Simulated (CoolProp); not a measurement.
Aqueous propylene glycol as a coolant, 50 % by mass, freezing at -32.2 °C, 1 atm.

The numbers come from the Melinder's fits for secondary coolants in CoolProp.

```
T (°C)  conductivity (W/(m K))  density (kg/m³)  cp (kJ/(kg K))  Prandtl number
------  ----------------------  ---------------  --------------  --------------
-14.1                    0.343             1058           3.399             517
-7.6                     0.346             1055           3.424             316
-1.1                     0.349             1052           3.449             203
5.4                        [?]              [?]             [?]             135
11.8                     0.355             1044           3.499            94.5
18.3                     0.359             1040           3.524             [?]
24.8                     0.362             1036           3.549            50.6
31.3                       [?]             1032           3.574            38.9
37.7                     0.368             1027           3.598            30.8
```

Question: Complete the blanks.

Answer: 
- 5.4, conductivity (W/(m K)): 0.352
- 5.4, density (kg/m³): 1048
- 5.4, cp (kJ/(kg K)): 3.474
- 18.3, Prandtl number: 68.0
- 31.3, conductivity (W/(m K)): 0.365
